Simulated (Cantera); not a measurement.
A closed system holds: 1 mol CuO, 2.1 mol CH₄, 1.5 mol CO, at 100 Torr.

Cantera equilibrium calculation (NASA polynomials, part measured and part estimated; ideal gas, pure solids and liquids). Candidate condensed phases: C, C₆H₆, C₇H₈, C₈H₁₈, Cu, CuO, Cu(OH)₂, Cu₂O, H₂O; 113 gas species. Rates play no part.

x: gas mole fraction; n: condensed amount in mol.

```json
[
 {"T (K)": "1250", "x H₂": "0.626", "x CO": "0.373", "x CH₄": "0.000574", "x H₂O": "0.000469", "x Cu": "…", "n C(graphite)": "1.10", "n Cu(s)": "1.000", "n Cu(l)": "0"},
 {"T (K)": "1275", "x H₂": "0.626", "x CO": "0.373", "x CH₄": "0.000484", "x H₂O": "0.000363", "x Cu": "…", "n C(graphite)": "1.10", "n Cu(s)": "1.000", "n Cu(l)": "0"},
 {"T (K)": "1300", "x H₂": "0.626", "x CO": "0.373", "x CH₄": "0.000411", "x H₂O": "0.000284", "x Cu": "…", "n C(graphite)": "1.10", "n Cu(s)": "1.000", "n Cu(l)": "0"},
 {"T (K)": "1325", "x H₂": "0.626", "x CO": "0.373", "x CH₄": "0.000351", "x H₂O": "0.000224", "x Cu": "…", "n C(graphite)": "1.10", "n Cu(s)": "1.000", "n Cu(l)": "0"},
 {"T (K)": "1350", "x H₂": "0.626", "x CO": "0.373", "x CH₄": "0.000302", "x H₂O": "0.000179", "x Cu": "…", "n C(graphite)": "1.10", "n Cu(s)": "1.000", "n Cu(l)": "0"},
 {"T (K)": "1375", "x H₂": "0.626", "x CO": "0.373", "x CH₄": "0.000260", "x H₂O": "0.000143", "x Cu": "…", "n C(graphite)": "1.10", "n Cu(s)": "0", "n Cu(l)": "1.000"},
 {"T (K)": "1400", "x H₂": "0.627", "x CO": "0.373", "x CH₄": "0.000226", "x H₂O": "0.000116", "x Cu": "…", "n C(graphite)": "1.10", "n Cu(s)": "0", "n Cu(l)": "1.000"},
 {"T (K)": "1425", "x H₂": "0.627", "x CO": "0.373", "x CH₄": "0.000197", "x H₂O": "9.47e-5", "x Cu": "…", "n C(graphite)": "1.10", "n Cu(s)": "0", "n Cu(l)": "1.000"},
 {"T (K)": "1450", "x H₂": "0.627", "x CO": "0.373", "x CH₄": "0.000173", "x H₂O": "7.78e-5", "x Cu": "…", "n C(graphite)": "1.10", "n Cu(s)": "0", "n Cu(l)": "1.000"},
 {"T (K)": "1475", "x H₂": "0.627", "x CO": "0.373", "x CH₄": "0.000152", "x H₂O": "6.43e-5", "x Cu": "…", "n C(graphite)": "1.10", "n Cu(s)": "0", "n Cu(l)": "1.000"},
 {"T (K)": "1500", "x H₂": "0.627", "x CO": "0.373", "x CH₄": "0.000135", "x H₂O": "5.35e-5", "x Cu": "…", "n C(graphite)": "1.10", "n Cu(s)": "0", "n Cu(l)": "1.000"},
 {"T (K)": "1525", "x H₂": "0.627", "x CO": "0.373", "x CH₄": "0.000119", "x H₂O": "4.48e-5", "x Cu": "…", "n C(graphite)": "1.10", "n Cu(s)": "0", "n Cu(l)": "0.999"},
 {"T (K)": "1550", "x H₂": "0.627", "x CO": "0.373", "x CH₄": "0.000106", "x H₂O": "3.78e-5", "x Cu": "…", "n C(graphite)": "1.10", "n Cu(s)": "0", "n Cu(l)": "0.999"},
 {"T (K)": "1575", "x H₂": "0.627", "x CO": "0.373", "x CH₄": "9.52e-5", "x H₂O": "3.20e-5", "x Cu": "…", "n C(graphite)": "1.10", "n Cu(s)": "0", "n Cu(l)": "0.999"}
]
```

Task: Some entries are withheld; supply them.

Result: 
- 1250, x Cu: 3.48e-7
- 1275, x Cu: 6.49e-7
- 1300, x Cu: 1.18e-6
- 1325, x Cu: 2.11e-6
- 1350, x Cu: 3.67e-6
- 1375, x Cu: 6.17e-6
- 1400, x Cu: 1.01e-5
- 1425, x Cu: 1.63e-5
- 1450, x Cu: 2.58e-5
- 1475, x Cu: 4.02e-5
- 1500, x Cu: 6.17e-5
- 1525, x Cu: 9.33e-5
- 1550, x Cu: 0.000139
- 1575, x Cu: 0.000205
